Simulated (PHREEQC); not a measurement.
Consider water at 53 °C with 0.0097 mol AlCl3, 0.086 mol CaCl2 and 0.00012 mol BaBr2 per kg of water. It is in equilibrium with CO2 at log p = 0 (atm). Otherwise closed; pH follows from the charge balance.

Model: ion-association model, phreeqc.dat, run in PHREEQC.

No solid was allowed to form.

Task: Estimate the pH.

Result: pH 3.37.

Task: In which forms is Al present?

Result: Al+3 95 %, AlOH+2 4.8 % of the Al.

The solution is supersaturated, for example in Gibbsite (slow to form), so a real one may precipitate; this is no full list. Constants without temperature data keep their 25 °C values here.
